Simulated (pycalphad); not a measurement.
Source of the numbers: pycalphad with the COST 507 light-alloy database (1999); pressure 1 atm. These are 1990s assessments: newer ones move some temperatures and phases. Phase fractions are per mole of atoms. Kinetics are ignored, which matters at the lower temperatures.

Q: Give the equilibrium state of Ti-2.145Hf-0.2218B (wt.%) at 1500 K.

A: 
```
T = 1500.00 K, P = 101325 Pa, N = 1 mol of atoms
G = -83895 J/mol, H = 38807 J/mol, S = 81.80 J/(mol K)  (SER reference)
chemical potentials (J/mol): Ti -82303, Hf -169362, B -192191
phase             fraction      x(Ti)      x(Hf)       x(B)
BCC_A2              0.9837     0.9923     0.0059     0.0018
BM                  0.0163     0.4995   0.000452     0.5000
```

Q: Give the equilibrium state of Ti-2.145Hf-0.2218B (wt.%) at 900 K.

A: HCP_A3, fraction 0.982, with 2.2 Hf, 0.02 B wt.%; BM, fraction 0.018, with 0.18 Hf, 18.4 B wt.%.

Database names, with the compositions (at.%) that they take in these runs: BM: Ti 50 B 50. BCC_A2 is bcc; HCP_A3 is hcp.
